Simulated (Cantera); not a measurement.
An isothermal, constant-pressure homogeneous reactor starts with 66.2 % CH4, 33.8 % H2O, at 1750 K and 890000 Pa.

Cantera simulation using GRI-Mech 3.0 (53 species, 325 reactions); the numbers are that mechanism's predictions, not measurements. GRI-Mech 3.0 stops at C3 and has no aromatics, soot or wall deposition, so with more carbon than oxygen in the feed, carbon stays in small species such as C2H2 where larger ones or solid carbon would form.

x: mole fraction; the columns are a selection and need not sum to one.

| t (s) | x CH4 | x H2O | x H | x OH | x CH2 | x CO | x CO2 |
|---|---|---|---|---|---|---|---|
| 2.00e-5 | 0.652 | 0.337 | 2.21e-6 | ? | 1.21e-7 | 2.77e-6 | 7.27e-10 |
| 0.000125 | 0.578 | 0.327 | 1.07e-5 | ? | 2.00e-7 | 0.000201 | 5.86e-7 |
| 0.000787 | 0.350 | 0.276 | 3.09e-5 | ? | 1.13e-7 | 0.00160 | 2.98e-5 |
| 0.00493 | 0.140 | 0.222 | 5.14e-5 | ? | 8.02e-8 | 0.00985 | 0.000627 |
| 0.0309 | 0.106 | 0.160 | 5.83e-5 | ? | 5.54e-8 | 0.0502 | 0.00384 |
| 0.194 | 0.0969 | 0.0563 | 6.25e-5 | ? | 2.65e-8 | 0.134 | 0.00332 |
| 1.22 | 0.0846 | 0.00236 | 6.49e-5 | ? | 1.68e-8 | 0.182 | 0.000175 |
| 7.63 | 0.0839 | 1.81e-5 | 6.50e-5 | 1.00e-10 | 1.65e-8 | 0.184 | 1.34e-6 |
| 47.8 | 0.0839 | 1.81e-5 | 6.50e-5 | 1.00e-10 | 1.65e-8 | 0.184 | 1.34e-6 |
| 300 | 0.0839 | 1.81e-5 | 6.50e-5 | 1.00e-10 | 1.65e-8 | 0.184 | 1.34e-6 |

Task: Complete the blanks.

Result: 
- 2.00e-5, x OH: 1.92e-6
- 0.000125, x OH: 2.49e-6
- 0.000787, x OH: 1.76e-6
- 0.00493, x OH: 1.40e-6
- 0.0309, x OH: 9.92e-7
- 0.194, x OH: 3.25e-7
- 1.22, x OH: 1.31e-8
